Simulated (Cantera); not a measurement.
An isothermal, constant-pressure homogeneous reactor starts with 73.5 % CH4, 26.5 % H2O, at 1523 K and 24.0 bar.

Cantera simulation using GRI-Mech 3.0 (53 species, 325 reactions); the numbers are that mechanism's predictions, not measurements. GRI-Mech 3.0 stops at C3 and has no aromatics, soot or wall deposition, so with more carbon than oxygen in the feed, carbon stays in small species such as C2H2 where larger ones or solid carbon would form. The pressure lies above the range GRI-Mech 3.0 was tuned for (to about 10 atm).

Task: Predict: x(CH4) at 300 s; x(H2O) at 300 s; x(CH2O) at 300 s; x(H) at 300 s; x(CO2) at 300 s; x(CH3) at 300 s; x(HCO) at 300 s.

Result: 
| Property | Value |
|---|---|
| x(CH4) at 300 s | 0.287 (gas-phase equilibrium 0.287) |
| x(H2O) at 300 s | 0.000165 (gas-phase equilibrium 0.000171) |
| x(CH2O) at 300 s | 9.56e-7 (gas-phase equilibrium 9.56e-7) |
| x(H) at 300 s | 3.47e-6 (gas-phase equilibrium 3.47e-6) |
| x(CO2) at 300 s | 1.97e-5 (gas-phase equilibrium 2.04e-5) |
| x(CH3) at 300 s | 3.78e-5 (gas-phase equilibrium 3.78e-5) |
| x(HCO) at 300 s | 2.10e-8 (gas-phase equilibrium 2.10e-8) |
